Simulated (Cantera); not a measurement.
A Cantera script and what it prints.

```python
import numpy as np
import cantera as ct

gas_names = """
    C CO COS CO2 CS CS2 C2 C2O C3 C3O2 C4 C5 Mg MgO MgS Mg2 O O2 O3 S SO SO2 SO3 S2 S2O S8
""".split()
cond_names = """
    C(gr) Mg(cr) Mg(L) MgCO3(s) MgO(s) MgO(L) MgS(s) MgSO4(s) MgSO4(L) S(cr1) S(cr2) S(L)
""".split()


# ... load() reads the species with a 1 bar reference pressure and builds the phases ...
atoms = {
    'MgCO3': {'Mg': 1, 'C': 1, 'O': 3},
    'SO2': {'S': 1, 'O': 2},
    'O2': {'O': 2},
}
top_T = {'C(gr)': 4500, 'MgS(s)': 2250}  # K; cautious upper limits of use, not melting points


# ... equilibrate(T, P, feed) seeds the gas with the atoms and calls Mixture.equilibrate('TP', solver="vcs", rtol=1e-11, max_steps=5000) ...
results = []
T = 1173.15  # K
P = 1000  # Pa
for m in [0.068, 0.11, 0.17, 0.27, 0.43, 0.69, 1.1, 1.7, 2.8]:
    feed = {'MgCO3': 1, 'SO2': m, 'O2': 0.059}  # mol
    mix = equilibrate(T, P, feed)
    results.append((T, P, feed, dict(zip(mix.species_names, mix.species_moles))))
    x = sorted(zip(gas.X, gas.species_names), reverse=True)
    print(f"T = {T:g} K  P = {P:g} Pa  n(SO2) = {m:g} mol  gas = {mix.phase_moles(0):.4g} mol")
    print("   x: " + "  ".join(f"{s} {v:.3e}" for v, s in x if v > 1e-06))
    print("   condensed (mol): " + ("  ".join(f"{mix.phase(i).name} {mix.phase_moles(i):.4g}"
          for i in range(1, mix.n_phases) if mix.phase_moles(i) > 1e-12) or "none"))
```

Output:

```
T = 1173.15 K  P = 1000 Pa  n(SO2) = 0.068 mol  gas = 1.127 mol
   x: CO2 8.875e-01  SO2 5.991e-02  O2 5.214e-02  SO3 4.393e-04
   condensed (mol): MgO(s) 1
T = 1173.15 K  P = 1000 Pa  n(SO2) = 0.11 mol  gas = 1.169 mol
   x: CO2 8.557e-01  SO2 9.346e-02  O2 5.015e-02  SO3 6.720e-04
   condensed (mol): MgO(s) 1
T = 1173.15 K  P = 1000 Pa  n(SO2) = 0.17 mol  gas = 1.228 mol
   x: CO2 8.141e-01  SO2 1.374e-01  O2 4.755e-02  SO3 9.622e-04
   condensed (mol): MgO(s) 1
T = 1173.15 K  P = 1000 Pa  n(SO2) = 0.27 mol  gas = 1.328 mol
   x: CO2 7.530e-01  SO2 2.019e-01  O2 4.375e-02  SO3 1.356e-03
   condensed (mol): MgO(s) 1
T = 1173.15 K  P = 1000 Pa  n(SO2) = 0.43 mol  gas = 1.488 mol
   x: CO2 6.722e-01  SO2 2.872e-01  O2 3.875e-02  SO3 1.816e-03
   condensed (mol): MgO(s) 1
T = 1173.15 K  P = 1000 Pa  n(SO2) = 0.69 mol  gas = 1.747 mol
   x: CO2 5.724e-01  SO2 3.927e-01  O2 3.263e-02  SO3 2.278e-03
   condensed (mol): MgO(s) 1
T = 1173.15 K  P = 1000 Pa  n(SO2) = 1.1 mol  gas = 2.156 mol
   x: SO2 5.075e-01  CO2 4.638e-01  O2 2.605e-02  SO3 2.630e-03
   condensed (mol): MgO(s) 1
T = 1173.15 K  P = 1000 Pa  n(SO2) = 1.7 mol  gas = 2.755 mol
   x: SO2 6.142e-01  CO2 3.630e-01  O2 2.002e-02  SO3 2.790e-03
   condensed (mol): MgO(s) 1
T = 1173.15 K  P = 1000 Pa  n(SO2) = 2.8 mol  gas = 3.854 mol
   x: SO2 7.238e-01  CO2 2.595e-01  O2 1.394e-02  SO3 2.744e-03
   condensed (mol): MgO(s) 1
```

Equilibrium computed with Cantera from the NASA thermochemical tables; the gas is ideal and each condensed phase is pure.
